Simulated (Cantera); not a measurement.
Cantera run, input and output.

```python
import numpy as np
import cantera as ct

gas = ct.Solution("h2o2.yaml")
gas.TPX = 350, 100000, {'H2': 1, 'O2': 0.5, 'N2': 1.88}
flame = ct.FreeFlame(gas, width=0.04)
flame.set_refine_criteria(ratio=3, slope=0.08, curve=0.16)
flame.transport_model = "mixture-averaged"
flame.solve(loglevel=0, auto=True)
z, T = flame.grid, flame.T
thick = (T[-1] - T[0]) / np.gradient(T, z).max()
show = ['H2', 'O2', 'H2O', 'HO2', 'H', 'H2O2']
print(f"laminar burning velocity  {flame.velocity[0] * 100:.3f} cm/s")
print(f"burnt temperature         {T[-1]:.1f} K")
print(f"thermal thickness         {thick * 1e3:.4f} mm")
print(f"grid points               {len(z)}")
z0 = z[flame.heat_release_rate.argmax()]
print(f"{'z/mm':>9s}{'T/K':>9s}{'u/(m/s)':>9s}" + "".join(f"{s:>11s}" for s in show))
rows = []
for k in (-3, -2, -1.5, -1, -0.5, -0.25, 0, 0.25, 0.5, 1, 2, 4, 8):
    zz = z0 + k * thick
    rows.append([k * thick, np.interp(zz, z, T), np.interp(zz, z, flame.velocity),
                 *(np.interp(zz, z, flame.X[gas.species_index(s)]) for s in show)])
    print(f"{rows[-1][0] * 1e3:9.3f}{rows[-1][1]:9.1f}{rows[-1][2]:9.3f}" + "".join(f"{x:11.3e}" for x in rows[-1][3:]))
```

It prints:

```
laminar burning velocity  296.807 cm/s
burnt temperature         2405.4 K
thermal thickness         0.3695 mm
grid points               116
     z/mm      T/K  u/(m/s)         H2         O2        H2O        HO2          H       H2O2
   -1.108    350.0    2.968  2.959e-01  1.479e-01  5.022e-12  4.833e-13  3.609e-17  3.712e-14
   -0.739    350.0    2.968  2.959e-01  1.479e-01  5.543e-10  6.352e-11  2.761e-15  5.088e-12
   -0.554    350.0    2.968  2.958e-01  1.479e-01  9.988e-09  1.282e-09  5.572e-14  1.042e-10
   -0.369    350.1    2.968  2.955e-01  1.480e-01  4.385e-07  6.758e-08  1.453e-11  5.628e-09
   -0.185    362.3    3.045  2.888e-01  1.493e-01  2.444e-04  5.022e-05  6.895e-07  4.856e-06
   -0.092    615.1    4.993  2.501e-01  1.465e-01  1.849e-02  3.783e-04  2.034e-03  9.852e-05
    0.000   1107.1    8.672  1.624e-01  1.146e-01  9.652e-02  1.221e-04  2.165e-02  1.496e-05
    0.092   1448.0   11.205  7.899e-02  5.970e-02  1.952e-01  5.236e-05  4.243e-02  4.088e-06
    0.185   1621.4   12.474  4.961e-02  3.508e-02  2.369e-01  2.741e-05  4.444e-02  2.391e-06
    0.369   1791.9   13.664  4.202e-02  2.580e-02  2.551e-01  1.663e-05  3.529e-02  1.201e-06
    0.739   1954.9   14.752  3.897e-02  2.145e-02  2.680e-01  1.099e-05  2.421e-02  6.217e-07
    1.478   2103.6   15.708  3.393e-02  1.734e-02  2.821e-01  6.914e-06  1.510e-02  3.709e-07
    2.956   2227.5   16.478  2.760e-02  1.360e-02  2.961e-01  4.238e-06  8.655e-03  2.553e-07
```

Cantera simulation using the H2/O2 subset of GRI-Mech 3.0, which has no nitrogen chemistry; the numbers are that mechanism's predictions, not measurements. Burning velocities carry a grid error of a few per cent, more on coarse grids.
